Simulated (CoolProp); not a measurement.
Vapour-liquid equilibrium of dimethyl ether (1) + R227EA (2) at 250 kPa; x and y are mole fractions of (1).

The numbers come from the multi-fluid Helmholtz-energy mixture model, Wu 2011 and Lemmon 2016; pair parameters Bell 2016 in CoolProp.

Give the bubble temperature and the first vapour's composition at x = 0.35, 0.65, 0.85. Is there an azeotrope?

x = 0.35: 12.1 °C, y = 0.364; x = 0.65: 6.6 °C, y = 0.789; x = 0.85: 1.5 °C, y = 0.938. y crosses x between x = 0.25 and 0.35: the model has an azeotrope there.

The pair parameters rest on a limited set of measurements; away from them the model extrapolates.
